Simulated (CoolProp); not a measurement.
Properties of R124 at several states.

Model: reference Helmholtz-energy equation of state, de Vries 1995, in CoolProp.

```
T (K)  p (kPa)   phase  density (kg/m³)  cv (kJ/(kg K))
-----  -------  ------  ---------------  --------------
216.7      273  liquid             1600          0.6842
466.5      384     gas            13.80          0.8879
451.2      314     gas            11.65          0.8688
360       12.4     gas           0.5663          0.7494
373.3     22.5     gas           0.9919          0.7671
399.7      184     gas            7.688          0.8039
```
